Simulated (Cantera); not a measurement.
Cantera run, input and output.

```python
import numpy as np
import cantera as ct

gas = ct.Solution("h2o2.yaml")
gas.TPX = 1100, 2666, {'H2': 0.31, 'O2': 1}
reactor = ct.IdealGasConstPressureReactor(gas, energy="off", clone=False)
net = ct.ReactorNet([reactor])
net.rtol, net.atol = 1e-08, 1e-18
show = ['H2', 'O2', 'H2O', 'OH', 'HO2', 'O']
times = np.geomspace(0.0005, 10, 11)

steps = ct.SolutionArray(gas, extra=["t"])
rows = []
print(f"{'t/s':>10s}{'T/K':>9s}{'P/Pa':>11s}" + "".join(f"{s:>11s}" for s in show))
for t in times:
    while net.time < t:
        t_next = net.step()
        steps.append(gas.state, t=t_next)
    rows.append([np.interp(t, steps.t, y) for y in (steps.T, steps.P, *steps(*show).X.T)])
    print(f"{t:10.3e}{rows[-1][0]:9.1f}{rows[-1][1]:11.4g}" + "".join(f"{x:11.3e}" for x in rows[-1][2:]))
rate = np.gradient(steps.T, steps.t)
print("integrator steps:", len(steps.t))
if steps.T.max() > steps.T[0] + 200:
    print(f"time of steepest temperature rise: {steps.t[rate.argmax()]:.4e} s")
gas.TPX = 1100, 2666, {'H2': 0.31, 'O2': 1}
gas.equilibrate("TP")
print(f"equilibrium (TP): T = {gas.T:.1f} K  " + "  ".join(f"{s} {gas[s].X[0]:.3e}" for s in show))
```

Result:

```
       t/s      T/K       P/Pa         H2         O2        H2O         OH        HO2          O
 5.000e-04   1100.0       2666  2.366e-01  7.633e-01  3.434e-05  5.555e-06  3.364e-07  1.131e-05
 1.346e-03   1100.0       2666  1.676e-02  6.616e-01  1.814e-01  8.732e-03  2.383e-05  5.143e-02
 3.624e-03   1100.0       2666  4.843e-03  7.106e-01  2.481e-01  4.824e-03  2.709e-05  1.774e-02
 9.756e-03   1100.0       2666  5.744e-04  7.292e-01  2.663e-01  1.476e-03  1.516e-05  1.974e-03
 2.627e-02   1100.0       2666  5.843e-05  7.312e-01  2.680e-01  4.688e-04  3.840e-06  2.039e-04
 7.071e-02   1100.0       2666  8.129e-06  7.315e-01  2.683e-01  1.875e-04  8.172e-07  3.210e-05
 1.904e-01   1100.0       2666  1.607e-06  7.316e-01  2.683e-01  8.878e-05  2.050e-07  7.183e-06
 5.125e-01   1100.0       2666  4.107e-07  7.316e-01  2.684e-01  4.663e-05  6.049e-08  1.987e-06
 1.380e+00   1100.0       2666  1.223e-07  7.316e-01  2.684e-01  2.600e-05  2.030e-08  6.198e-07
 3.714e+00   1100.0       2666  3.988e-08  7.316e-01  2.684e-01  1.503e-05  8.256e-09  2.076e-07
 1.000e+01   1100.0       2666  1.387e-08  7.316e-01  2.684e-01  8.925e-06  5.112e-09  7.327e-08
integrator steps: 1907
equilibrium (TP): T = 1100.0 K  H2 2.549e-09  O2 7.316e-01  H2O 2.684e-01  OH 3.778e-06  HO2 6.731e-09  O 1.316e-08
```

Model: the H2/O2 subset of GRI-Mech 3.0, which has no nitrogen chemistry, integrated in Cantera. Radical loss at walls, strong at low pressure, is not modelled. The temperature is held fixed by assumption; the heat of reaction is taken as removed at once.
